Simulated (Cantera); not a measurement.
Input: 1 mol CCl₄, 0.78 mol CH₄, 0.076 mol H₂, equilibrated at 2723 K and 0.133 bar.

Cantera equilibrium calculation (NASA polynomials, part measured and part estimated; ideal gas, pure solids and liquids). Candidate condensed phases: C, C₆H₆, C₇H₈, C₈H₁₈; 91 gas species. The numbers say what is thermodynamically allowed, not how fast it happens.

Base state: HCl 0.598, Cl 0.309, H₂ 0.0518, H 0.0386, C₂H₂ (acetylene) 0.00133, Cl₂ 0.000397, C₂HCl 0.000244, C₂H 0.000109 (mole fractions); condensed: C(graphite).

**Question.** What changes in the equilibrium state with this change: temperature from 2723 K to 2148 K?

**Answer.** 
```
species             before     after
----------------  --------  --------
HCl                  0.598     0.815
Cl                   0.309     0.180
Cl₂               0.000397   0.00276
H₂                  0.0518   0.00143
H                   0.0386  0.000432
C₃                 8.93e-5   6.16e-9
C₄H₂               1.41e-5   2.13e-9
C                  2.08e-5   4.44e-9
C₂H               0.000109   2.47e-8
C(graphite), mol      1.76      1.78
```

**Question.** What changes in the equilibrium state with this change: CCl₄ replaced by CH₃F?

**Answer.** 
```
species             before     after
----------------  --------  --------
H₂                  0.0518     0.596
HF                       0     0.257
H                   0.0386     0.131
HCl                  0.598         0
Cl                   0.309         0
C₂H₂ (acetylene)   0.00133    0.0153
Cl₂               0.000397         0
C₂HCl             0.000244         0
F                        0  0.000201
CF                       0   1.23e-5
CH₃                4.91e-7   1.92e-5
C(graphite), mol      1.76      1.65
```
